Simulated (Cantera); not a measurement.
An isothermal, constant-pressure homogeneous reactor starts with CO : O2 : H2O : N2 = 0.022 : 0.042 : 0.0022 : 1 (molar parts), equivalence ratio 0.26, at 1073 K and 370000 Pa. Integrator tolerance rtol = 1e-08.

Model: GRI-Mech 3.0 (53 species, 325 reactions), integrated in Cantera.

Task: What does this change do: CO 0.022 to 0.029 parts?

Result: 
| quantity | before | after |
|---|---|---|
| x(CO) at 2.00 s | 0.00166 (gas-phase equilibrium 3.91e-11) | 0.00205 (gas-phase equilibrium 5.46e-11) |
| x(O2) at 2.00 s | 0.0302 (gas-phase equilibrium 0.0294) | 0.0270 (gas-phase equilibrium 0.0260) |
| x(H2O) at 2.00 s | 0.00208 (gas-phase equilibrium 0.00208) | 0.00207 (gas-phase equilibrium 0.00208) |
| x(O) at 2.00 s | 2.05e-7 (gas-phase equilibrium 1.12e-10) | 2.33e-7 (gas-phase equilibrium 1.05e-10) |
| x(H2) at 2.00 s | 1.25e-6 (gas-phase equilibrium 4.24e-12) | 1.75e-6 (gas-phase equilibrium 4.49e-12) |
